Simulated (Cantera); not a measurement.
Feed: 1 mol SO₂, 0.034 mol H₂O, 22 mol N₂, at 1.00 bar.

These are equilibrium values from Cantera (NASA tables, ideal gas, pure condensed phases), not measurements of a reactor. Candidate condensed phases: H₂O, H₂SO₄, S; 35 gas species. Equilibrium is a limit: real reactors are often held back by kinetics, nucleation or transport.

x: gas mole fraction; nothing condenses.

```
T (K)   x N₂   x SO₂      x SO      x NO      x O₂     x H₂O
-----  -----  ------  --------  --------  --------  --------
2075   0.954  0.0426  0.000795  0.000344  0.000234   0.00139
2125   0.954  0.0423   0.00104  0.000446  0.000307   0.00137
2175   0.954  0.0420   0.00135  0.000571  0.000397   0.00134
2225   0.954  0.0416   0.00172  0.000722  0.000507   0.00130
2275   0.953  0.0411   0.00216  0.000903  0.000639   0.00126
2325   0.953  0.0406   0.00269   0.00112  0.000795   0.00120
2375   0.952  0.0399   0.00331   0.00137  0.000979   0.00115
2425   0.952  0.0391         …         …         …   0.00108
2475   0.951  0.0382   0.00486   0.00199   0.00143   0.00100
2525   0.950  0.0372   0.00579   0.00237   0.00170  0.000919
2575   0.949  0.0360         …         …         …         …
2625   0.948  0.0347   0.00797   0.00327   0.00233  0.000736
```

Q: What belongs in the gaps?

A: 
- 2425, x SO: 0.00403
- 2425, x NO: 0.00166
- 2425, x O₂: 0.00119
- 2575, x SO: 0.00683
- 2575, x NO: 0.00280
- 2575, x O₂: 0.00200
- 2575, x H₂O: 0.000830
